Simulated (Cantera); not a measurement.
# Aluminium nitride and oxide growth: AlCl₃ + NH₃ + N₂

Feed: 1 mol AlCl₃, 11 mol NH₃, 15 mol N₂, equilibrated at 29.0 Pa.

Equilibrium computed with Cantera from the NASA thermochemical tables; the gas is ideal and each condensed phase is pure. Candidate condensed phases: Al, AlCl₃, AlN, NH₄Cl; 20 gas species. The tables' values for AlCl₂ are old estimates; treat these amounts as uncertain. The numbers say what is thermodynamically allowed, not how fast it happens.

| T (°C) | x N₂ | x H₂ | x H | x HCl | x AlCl | x Cl |
|---|---|---|---|---|---|---|
| 1402 | 0.525 | 0.395 | 0.00429 | 0.0500 | 0.0248 | 0.000423 |
| 1452 | 0.524 | 0.393 | 0.00684 | 0.0499 | 0.0250 | 0.000672 |
| 1502 | 0.523 | 0.391 | 0.0106 | 0.0496 | 0.0250 | 0.00104 |
| 1552 | 0.521 | 0.387 | 0.0161 | 0.0491 | 0.0250 | 0.00156 |
| 1602 | 0.519 | 0.382 | 0.0238 | 0.0483 | 0.0249 | 0.00228 |
| 1652 | 0.516 | 0.374 | 0.0343 | 0.0472 | 0.0247 | 0.00325 |
| 1702 | 0.512 | 0.365 | 0.0485 | 0.0457 | 0.0243 | 0.00454 |
| 1752 | 0.506 | 0.352 | 0.0671 | 0.0438 | 0.0239 | 0.00619 |
| 1802 | 0.499 | 0.336 | 0.0907 | 0.0415 | 0.0232 | 0.00826 |
| 1852 | 0.491 | 0.316 | 0.120 | 0.0387 | 0.0223 | 0.0108 |
| 1902 | 0.481 | 0.292 | 0.155 | 0.0354 | 0.0211 | 0.0137 |
x: gas mole fraction; nothing condenses.

From 1402 °C to 1902 °C nothing is condensed. The main Al-bearing gas is AlCl throughout.
